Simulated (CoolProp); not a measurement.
Properties of propane along the isotherm 578.4 K.

The numbers come from the reference Helmholtz-energy equation of state, Lemmon 2009 in CoolProp.

| p (MPa) | phase | density (kg/m³) | speed of sound (m/s) | expansivity (1/kK) | conductivity (mW/(m K)) |
|---|---|---|---|---|---|
| 0.709 | gas | 6.578 | 338.7 | 1.816 | 61.4 |
| 1.42 | gas | 13.33 | 335.7 | 1.907 | 62.4 |
| 2.13 | gas | 20.23 | 332.9 | 2.000 | 63.3 |
| 2.83 | gas | 27.18 | 330.4 | 2.094 | 64.2 |
| 3.54 | gas | 34.38 | 328.0 | 2.192 | 65.0 |
| 4.25 | gas | 41.72 | 325.8 | 2.291 | 65.7 |
| 4.96 | supercritical | 49.21 | 323.9 | 2.391 | 66.4 |
| 5.67 | supercritical | 56.83 | 322.3 | 2.492 | 67.0 |
| 6.38 | supercritical | 64.57 | 321.0 | 2.591 | 67.5 |
| 7.09 | supercritical | 72.43 | 320.1 | 2.688 | 68.1 |
| 7.79 | supercritical | 80.26 | 319.5 | 2.781 | 68.5 |
| 8.5 | supercritical | 88.28 | 319.3 | 2.870 | 69.0 |
| 9.21 | supercritical | 96.36 | 319.5 | 2.955 | 69.4 |
| 9.92 | supercritical | 104.5 | 320.2 | 3.032 | 69.9 |
| 10.6 | supercritical | 112.3 | 321.2 | 3.099 | 70.2 |

Thermal conductivity comes from a separate model (Marsh 2002).
